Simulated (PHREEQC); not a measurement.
Make-up at 25 °C: 0.0054 mol CaCl2, 0.003 mol Na2SO4 and 0.0023 mol NaCl per kg of water. Closed to the air; pH follows from the charge balance.

Equilibrium calculation in PHREEQC: Pitzer model, pitzer.dat.

The ionic strength comes out as 0.0275 mol/kgw. What activity coefficients do Ca+2, Na+, SO4-2, Cl- get?

Ca+2 0.49, Na+ 0.86, SO4-2 0.43, Cl- 0.85. Single-ion values are on the MacInnes scale.

This is a speciation only: nothing precipitates in the calculation. Complexes and solids missing from the database can't appear.
